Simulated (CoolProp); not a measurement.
A single-stage vapour-compression cycle with R507A: evaporating at 229.15 K (dew point), condensing at 278.15 K (bubble point), superheat 2 K, subcooling 5 K, compressor efficiency 0.75, no pressure losses. Each further row changes one setting.

Values from CoolProp's reference Helmholtz-energy equation of state, Lemmon 2003. It is a pseudo-pure fit of the blend.

```csv
case,cooling COP,pressure ratio,discharge temperature (K),refrigerating effect (kJ/kg),volumetric capacity (kJ/m³)
as stated,___,6.32,301.5,139,869
evaporating temperature 234.15 K,___,5.03,___,142,1100
condensing temperature 273.15 K,___,5.41,295.2,146,912
subcooling 10 K,___,6.32,301.5,146,912
superheat 12 K,2.87,6.32,312.2,147,___
compressor efficiency 0.65,2.48,6.32,___,139,869
```

Complete the blanks.


- as stated, cooling COP: 2.86
- evaporating temperature 234.15 K, cooling COP: 3.33
- evaporating temperature 234.15 K, discharge temperature (K): 298.4
- condensing temperature 273.15 K, cooling COP: 3.29
- subcooling 10 K, cooling COP: 3.00
- superheat 12 K, volumetric capacity (kJ/m³): 874
- compressor efficiency 0.65, discharge temperature (K): 309.1
